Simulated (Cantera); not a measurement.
Cantera run, input and output.

```python
import numpy as np
import cantera as ct

gas = ct.Solution("gri30.yaml")
gas.TPX = 575, 1000000, {'H2': 1, 'O2': 1.06, 'N2': 4, 'NO': 0.0061}
inlet = ct.Reservoir(gas, clone=True)
gas.equilibrate("HP")  # start burning
reactor = ct.IdealGasConstPressureReactor(gas, energy="on", clone=False)
exhaust = ct.Reservoir(gas, clone=True)
tau = [0.037, 0.017, 0.008, 0.0037, 0.0017, 0.00082, 0.00038, 0.00018, 8.3e-05][0]
for a, b in ((inlet, reactor), (reactor, exhaust)):
    ct.MassFlowController(a, b, mdot=lambda t: reactor.mass / tau)
net = ct.ReactorNet([reactor])
show = ['H2', 'O2', 'NO', 'O', 'OH', 'N2O']

rows = []
print(f"{'tau/s':>10s}{'T/K':>9s}" + "".join(f"{s:>11s}" for s in show))
for tau in [0.037, 0.017, 0.008, 0.0037, 0.0017, 0.00082, 0.00038, 0.00018, 8.3e-05]:
    net.initial_time = 0.0
    net.advance(30 * tau)
    before = gas.X
    net.advance(40 * tau)
    drift = np.max(np.abs(gas.X - before) / (gas.X + 1e-9))
    rows.append([gas.T, *gas[show].X, drift])
    print(f"{tau:10.3e}{gas.T:9.1f}" + "".join(f"{x:11.3e}" for x in gas[show].X))
```

Output:

```
     tau/s      T/K         H2         O2         NO          O         OH        N2O
 3.700e-02   1813.8  4.103e-05  1.004e-01  1.098e-03  2.141e-05  5.741e-04  7.326e-07
 1.700e-02   1813.2  6.821e-05  1.004e-01  1.094e-03  2.853e-05  6.562e-04  9.451e-07
 8.000e-03   1812.3  1.138e-04  1.004e-01  1.091e-03  4.084e-05  7.755e-04  1.278e-06
 3.700e-03   1810.9  1.924e-04  1.004e-01  1.088e-03  6.255e-05  9.451e-04  1.765e-06
 1.700e-03   1808.7  3.261e-04  1.004e-01  1.086e-03  9.996e-05  1.173e-03  2.354e-06
 8.200e-04   1805.6  5.334e-04  1.003e-01  1.085e-03  1.586e-04  1.446e-03  2.853e-06
 3.800e-04   1800.8  8.940e-04  1.003e-01  1.084e-03  2.612e-04  1.808e-03  3.132e-06
 1.800e-04   1793.4  1.474e-03  1.004e-01  1.083e-03  4.255e-04  2.239e-03  3.082e-06
 8.300e-05   1781.5  2.473e-03  1.006e-01  1.083e-03  7.008e-04  2.768e-03  2.774e-06
```

Cantera simulation using GRI-Mech 3.0 (53 species, 325 reactions); the numbers are that mechanism's predictions, not measurements. The hydrogen kinetics of GRI-Mech 3.0 are dated; newer H2 mechanisms differ, most at raised pressure. The mechanism lacks 2 NO + O2 → 2 NO2 and HONO, so NO2 and the effect of NO are under-described below about 1400 K.
